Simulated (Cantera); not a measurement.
## Thermal oxidation and active oxidation of silicon: Si + N2O + N2

Feed: 1 mol Si, a varied amount of N2O, 370 mol N2, equilibrated at 948.15 K and 0.000170 bar.

Method: chemical equilibrium by Gibbs-energy minimisation in Cantera with the NASA 1993 tables (ideal gas, pure condensed phases). Candidate condensed phases: Si, SiO2, Si2N2O, Si3N4; 16 gas species. Equilibrium is a limit: real reactors are often held back by kinetics, nucleation or transport.

From 0.15 mol N2O to 0.4 mol N2O the condensed part is Si2N2O(s) + Si3N4(s). From 0.65 mol N2O to 1.8 mol N2O the condensed part is SiO2(β-quartz) + Si2N2O(s). At 2.9 mol N2O the condensed part is SiO2(β-quartz).

```csv
n(N2O) (mol),x N2,x O2,x NO,n Si2N2O(s),n Si3N4(s),n SiO2(β-quartz)
0.15,1.00,<1e-12,<1e-12,0.150,0.233,0
0.24,1.00,<1e-12,<1e-12,0.240,0.173,0
0.4,1.00,<1e-12,<1e-12,0.400,0.0667,0
0.65,1.00,<1e-12,<1e-12,0.450,0,0.100
1.1,1.00,<1e-12,<1e-12,0.300,0,0.400
1.8,1.00,<1e-12,<1e-12,0.0667,0,0.867
2.9,0.999,0.00120,1.46e-6,0,0,1.00
```
x: gas mole fraction; n: condensed amount in mol.
